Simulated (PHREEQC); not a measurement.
Make-up at 20 °C: 0.021 mol HF, 0.0071 mol NH4HF2 and 0.01 mol H2SO4 per kg of water. Closed to the air; pH follows from the charge balance.

Computed with PHREEQC (ion-association model, phreeqc.dat).

```csv
quantity,before,after
pH,1.97,3.45
ionic strength (mol/kgw),0.0250,0.000533
HF (mol/kgw),0.0320,0.000113
SO4-2 (mol/kgw),0.00605,9.71e-5
HSO4- (mol/kgw),0.00365,2.79e-6
F- (mol/kgw),0.00257,0.000238
```

Task: Name the change that produced these shifts.
(A) diluted 100-fold with water
(B) HF left out
(C) H2SO4 replaced by Li2SO4 at the same molality
(D) HF from 0.021 to 0.0315 mol/kgw
(E) HF replaced by NaHF2 at the same molality

Result: A, diluted 100-fold with water

This is a speciation only: nothing precipitates in the calculation.
